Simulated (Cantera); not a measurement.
# Equilibrium for abatement and gas-phase synthesis: HF + O2 + H2

Feed: 1 mol HF, 0.31 mol O2, 0.15 mol H2, held at 2802 °C and 750 Torr.

Cantera equilibrium calculation (NASA polynomials, part measured and part estimated; ideal gas, pure solids and liquids). Candidate condensed phases: H2O; 22 gas species. Kinetics and transport are ignored.

```yaml
x(HF): 0.670
x(O2): 0.130
x(H2O): 0.0642
x(O): 0.0525
x(OH): 0.0441
x(H): 0.0200
x(H2): 0.0102
x(F): 0.00926
x(HO2): 2.71e-5
gas_amount: 1.473 mol
```
